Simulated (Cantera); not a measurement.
Cantera run:

```python
import numpy as np
import cantera as ct

gas_names = """
    AL ALI ALI3 ALN ALO ALO2 AL2 AL2I6 AL2O AL2O2 I I2 N NO NO2 NO3 N2 N2O O O2 O3
""".split()
cond_names = """
    AL(cr) AL(L) ALI3(s) ALI3(L) ALN(s) AL2O3(a) AL2O3(L) I2(cr) I2(L)
""".split()


# ... load() reads the species with a 1 bar reference pressure and builds the phases ...
atoms = {
    'AlI3': {'AL': 1, 'I': 3},
    'O2': {'O': 2},
    'N2': {'N': 2},
}
top_T = {'ALN(s)': 2750}  # K; cautious upper limits of use, not melting points


# ... equilibrate(T, P, feed) seeds the gas with the atoms and calls Mixture.equilibrate('TP', solver="vcs", rtol=1e-11, max_steps=5000) ...
results = []
T = 1873.15  # K
P = 600  # Pa
for m in [1.8, 2.9, 4.7, 7.6, 12, 20, 32, 51, 81, 130]:
    feed = {'AlI3': 1, 'O2': 0.74, 'N2': m}  # mol
    mix = equilibrate(T, P, feed)
    results.append((T, P, feed, dict(zip(mix.species_names, mix.species_moles))))

top = {s: max(r[3][s] / sum(r[3][g] for g in gas_names) for r in results) for s in gas_names}
cols = sorted((s for s in top if top[s] > 0.001), key=lambda s: -top[s])[:6]
seen = [c for c in cond_names if any(r[3].get(c, 0) > 1e-12 for r in results)]
print("log10 of partial pressures in bar; condensed amounts in mol")
print(f"{'n(N2)':>10s}" + "".join(f"{s[:9]:>10s}" for s in cols + seen))
for T, P, feed, n in results:
    ng = sum(n[g] for g in gas_names)
    print(f"{feed['N2']:10.4g}" + "".join(f"{np.log10(max(n[s] / ng * P / 1e5, 1e-99)):10.3f}" for s in cols)
          + "".join(f"{n.get(c, 0):10.4g}" for c in seen))
```

Result:

```
log10 of partial pressures in bar; condensed amounts in mol
     n(N2)        N2         I       ALI  AL2O3(a)
       1.8    -2.648    -2.428    -4.780    0.4933
       2.9    -2.530    -2.518    -4.870    0.4933
       4.7    -2.436    -2.633    -4.986    0.4933
       7.6    -2.366    -2.772    -5.125    0.4933
        12    -2.319    -2.923    -5.277    0.4933
        20    -2.283    -3.108    -5.465    0.4933
        32    -2.261    -3.291    -5.651    0.4933
        51    -2.247    -3.479    -5.845    0.4933
        81    -2.238    -3.671    -6.045    0.4933
       130    -2.232    -3.870    -6.258    0.4933
```

Cantera equilibrium calculation (NASA polynomials, part measured and part estimated; ideal gas, pure solids and liquids).
